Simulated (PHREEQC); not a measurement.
Solution (25 °C): 0.0042 mol/kgw NaHCO3, 0.00029 mol/kgw NH3 and 0.00015 mol/kgw LiCl. Closed to the air; pH follows from the charge balance.

The numbers come from PHREEQC with the ion-association model, phreeqc.dat.

Problem. The ionic strength comes out as 0.00472 mol/kgw. What activity coefficients do NaCO3-, Li+, CO3-2, OH-, NH4+ get?

Solution. NaCO3- 0.93, Li+ 0.93, CO3-2 0.75, OH- 0.93, NH4+ 0.93.

Precipitation was switched off in this run. Complexes and solids missing from the database can't appear.
